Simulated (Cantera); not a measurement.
## SiCl4 + Cl2 + H2 (chlorosilane synthesis and conversion)

A closed system holds: 1 mol SiCl4, a varied amount of Cl2, 1 mol H2, held at 1448.15 K and 2.60 bar.

These are equilibrium values from Cantera (NASA tables, ideal gas, pure condensed phases), not measurements of a reactor. Candidate condensed phases: Si; 19 gas species. The tables' values for SiCl3 are old estimates; treat these amounts as uncertain. Kinetics and transport are ignored.

From 0.5 mol Cl2 to 2.2 mol Cl2 nothing is condensed. The main Si-bearing gas is SiCl4 throughout.

| n(Cl2) (mol) | log p HCl | log p SiCl4 | log p Cl2 | log p H2 | log p SiCl3 | log p Cl | log p SiHCl3 |
|---|---|---|---|---|---|---|---|
| 0.5 | 0.05 | -0.02 | -7.02 | -0.35 | -1.36 | -4.90 | -1.49 |
| 0.62 | 0.11 | -0.03 | -6.77 | -0.48 | -1.49 | -4.78 | -1.69 |
| 0.77 | 0.17 | -0.04 | -6.41 | -0.72 | -1.68 | -4.60 | -2.00 |
| 0.95 | 0.23 | -0.06 | -5.60 | -1.42 | -2.11 | -4.19 | -2.77 |
| 1.2 | 0.21 | -0.09 | -0.81 | -6.23 | -4.53 | -1.80 | -7.60 |
| 1.5 | 0.17 | -0.13 | -0.45 | -6.68 | -4.75 | -1.61 | -8.05 |
| 1.8 | 0.13 | -0.17 | -0.28 | -6.92 | -4.87 | -1.53 | -8.29 |
| 2.2 | 0.09 | -0.21 | -0.14 | -7.14 | -4.98 | -1.46 | -8.51 |
log p: log10 of the partial pressure in bar; nothing condenses.
